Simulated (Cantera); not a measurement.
Charge: 1 mol Fe, 12 mol NH₃, 150 mol N₂, 0.41 mol H₂O, at 10.0 mbar.

These are equilibrium values from Cantera (NASA tables, ideal gas, pure condensed phases), not measurements of a reactor. Candidate condensed phases: Fe, FeO, Fe(OH)₂, Fe(OH)₃, Fe₂O₃, Fe₃O₄, H₂O; 27 gas species. The numbers say what is thermodynamically allowed, not how fast it happens. All values below are at 1525 K.

Base state: N₂ 0.894, H₂ 0.103, H₂O 0.00235, H 7.60e-5, Fe 2.53e-5 (mole fractions); condensed: Fe(γ).

What changes in the equilibrium state with this change: Fe replaced by Si?


```tsv
species	before	after
N₂	0.894	0.894
H₂	0.103	0.106
H	7.60e-5	7.70e-5
H₂O	0.00235	4.32e-9
SiO	0	3.22e-5
Fe	2.53e-5	0
Fe(γ), mol	0.996	0
Si₂N₂O(s), mol	0	0.404
Si₃N₄(s), mol	0	0.0619
```
Mutual solubility and eutectic melting of coexisting phases are not modelled. Further candidate phases: Si, SiO₂, Si₂N₂O, Si₃N₄.
